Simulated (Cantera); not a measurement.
Si + Cl2 + H2 (silicon etching in halogen gases)

Feed: 1 mol Si, 0.97 mol Cl2, 1.8 mol H2, held at 1250 °C and 14.0 mbar.

These are equilibrium values from Cantera (NASA tables, ideal gas, pure condensed phases), not measurements of a reactor. Candidate condensed phases: Si; 19 gas species. The tables' values for SiCl3, SiCl are old estimates; treat these amounts as uncertain. Equilibrium is a limit: real reactors are often held back by kinetics, nucleation or transport.

```yaml
x(H2): 0.558
x(SiCl2): 0.226
x(HCl): 0.196
x(SiCl3): 0.0151
x(SiCl4): 0.00302
x(SiHCl3): 0.000963
x(H): 0.000146
x(SiH2Cl2): 4.95e-5
x(Cl): 4.13e-5
n(Si(s)): 0.329 mol
gas_amount: 2.739 mol
```
